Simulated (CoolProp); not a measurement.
Model: reference Helmholtz-energy equation of state, Wu 2011, in CoolProp.

For dimethyl ether, give the phase and the cp (kJ/(kg K)), expansivity (1/kK) at 359.7 K and 5.45 bar; 359.7 K and 70.4 bar.


- 359.7 K and 5.45 bar: gas; cp 1.70, expansivity 3.33
- 359.7 K and 70.4 bar: liquid; cp 2.80, expansivity 3.83
